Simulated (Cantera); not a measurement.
A Cantera script and its output.

```python
import numpy as np
import cantera as ct

gas = ct.Solution("gri30.yaml")
gas.TPX = 1473, 110000, {'CH4': 0.014, 'O2': 0.0061, 'N2': 1}
reactor = ct.IdealGasConstPressureReactor(gas, energy="off", clone=False)
net = ct.ReactorNet([reactor])
net.rtol, net.atol = 1e-08, 1e-18
show = ['CH4', 'O2', 'CO2', 'NO2', 'CH2CO', 'CO', 'HCO']
times = np.geomspace(3e-05, 50, 10)

steps = ct.SolutionArray(gas, extra=["t"])
rows = []
print(f"{'t/s':>10s}{'T/K':>9s}{'P/Pa':>11s}" + "".join(f"{s:>11s}" for s in show))
for t in times:
    while net.time < t:
        t_next = net.step()
        steps.append(gas.state, t=t_next)
    rows.append([np.interp(t, steps.t, y) for y in (steps.T, steps.P, *steps(*show).X.T)])
    print(f"{t:10.3e}{rows[-1][0]:9.1f}{rows[-1][1]:11.4g}" + "".join(f"{x:11.3e}" for x in rows[-1][2:]))
rate = np.gradient(steps.T, steps.t)
print("integrator steps:", len(steps.t))
if steps.T.max() > steps.T[0] + 200:
    print(f"time of steepest temperature rise: {steps.t[rate.argmax()]:.4e} s")
gas.TPX = 1473, 110000, {'CH4': 0.014, 'O2': 0.0061, 'N2': 1}
gas.equilibrate("TP")
print(f"equilibrium (TP): T = {gas.T:.1f} K  " + "  ".join(f"{s} {gas[s].X[0]:.3e}" for s in show))
```

Output:

```
       t/s      T/K       P/Pa        CH4         O2        CO2        NO2      CH2CO         CO        HCO
 3.000e-05   1473.0    1.1e+05  1.372e-02  5.980e-03  1.809e-13  2.315e-22  1.978e-19  6.371e-13  8.419e-16
 1.474e-04   1473.0    1.1e+05  1.372e-02  5.980e-03  8.703e-12  4.438e-20  2.788e-16  2.892e-11  2.933e-14
 7.240e-04   1473.0    1.1e+05  1.372e-02  5.979e-03  6.149e-10  4.896e-18  4.700e-13  2.650e-09  1.588e-12
 3.557e-03   1473.0    1.1e+05  1.369e-02  5.972e-03  4.257e-08  2.551e-16  7.056e-10  4.597e-07  8.365e-11
 1.747e-02   1473.0    1.1e+05  1.336e-02  5.861e-03  1.711e-06  2.762e-14  3.679e-07  4.981e-05  1.742e-09
 8.584e-02   1473.0    1.1e+05  6.767e-03  2.245e-03  1.804e-04  3.692e-12  4.351e-05  2.633e-03  5.288e-09
 4.217e-01   1473.0    1.1e+05  3.833e-03  2.742e-05  4.072e-04  1.112e-13  1.016e-06  4.292e-03  1.786e-11
 2.072e+00   1473.0    1.1e+05  2.826e-03  4.091e-10  5.904e-04  2.020e-17  3.006e-07  4.193e-03  1.109e-11
 1.018e+01   1473.0    1.1e+05  1.335e-03  6.484e-14  7.203e-04  4.979e-18  3.027e-07  4.402e-03  1.332e-11
 5.000e+01   1473.0    1.1e+05  7.101e-04  3.513e-14  6.253e-04  2.716e-18  1.912e-07  5.890e-03  1.960e-11
integrator steps: 1959
equilibrium (TP): T = 1473.0 K  CH4 1.874e-05  O2 1.499e-23  CO2 1.460e-08  NO2 5.159e-28  CH2CO 1.273e-10  CO 1.173e-02  HCO 4.546e-11
```

Cantera simulation using GRI-Mech 3.0 (53 species, 325 reactions); the numbers are that mechanism's predictions, not measurements.
